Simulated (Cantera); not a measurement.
Stirred combustor or abatement burner

A perfectly stirred reactor is fed with C₂H₆ : O₂ : N₂ : H₂O = 1 : 8.14 : 35 : 4.9 (molar parts), equivalence ratio 0.43, at 600 Torr; it is adiabatic with a 750 K inlet, and is followed from long to short residence time, starting on the burning branch (τ in s: 0.36, 0.17, 0.079, 0.037, 0.017, 0.008, 0.0037, 0.0017, 0.00081, 0.00038, 0.00018, 8.3e-05, 3.9e-05).

Model: GRI-Mech 3.0 (53 species, 325 reactions), integrated in Cantera.

| τ (s) | T (K) | x C₂H₆ | x O₂ | x H₂O | x HO₂ | x CH₄ | x O |
|---|---|---|---|---|---|---|---|
| 0.36 | 1546 | 1.10e-6 | 0.0936 | 0.159 | 1.31e-6 | 8.95e-8 | 3.68e-5 |
| 0.17 | 1545 | 1.81e-6 | 0.0936 | 0.159 | 2.08e-6 | 1.29e-7 | 5.94e-5 |
| 0.079 | 1542 | 3.00e-6 | 0.0937 | 0.159 | 3.32e-6 | 1.98e-7 | 9.65e-5 |
| 0.037 | 1538 | 4.95e-6 | 0.0937 | 0.159 | 5.23e-6 | 3.20e-7 | 0.000154 |
| 0.017 | 1533 | 8.33e-6 | 0.0939 | 0.158 | 8.20e-6 | 5.64e-7 | 0.000245 |
| 0.0080 | 1524 | 1.40e-5 | 0.0942 | 0.158 | 1.24e-5 | 1.07e-6 | 0.000370 |
| 0.0037 | 1510 | 2.46e-5 | 0.0948 | 0.157 | 1.88e-5 | 2.31e-6 | 0.000537 |
| 0.0017 | 1486 | 4.66e-5 | 0.0960 | 0.157 | 2.86e-5 | 5.92e-6 | 0.000714 |
| 0.00081 | 1444 | 0.000103 | 0.0987 | 0.155 | 4.64e-5 | 1.95e-5 | 0.000762 |
| 0.00038 | 750 | 0.0204 | 0.166 | 0.0999 | <1e-12 | <1e-12 | <1e-12 |
| 0.00018 | 750 | 0.0204 | 0.166 | 0.0999 | <1e-12 | <1e-12 | <1e-12 |
| 8.3e-5 | 750 | 0.0204 | 0.166 | 0.0999 | <1e-12 | <1e-12 | <1e-12 |
| 3.9e-5 | 750 | 0.0204 | 0.166 | 0.0999 | <1e-12 | <1e-12 | <1e-12 |
x: mole fraction; the columns are a selection and need not sum to one.
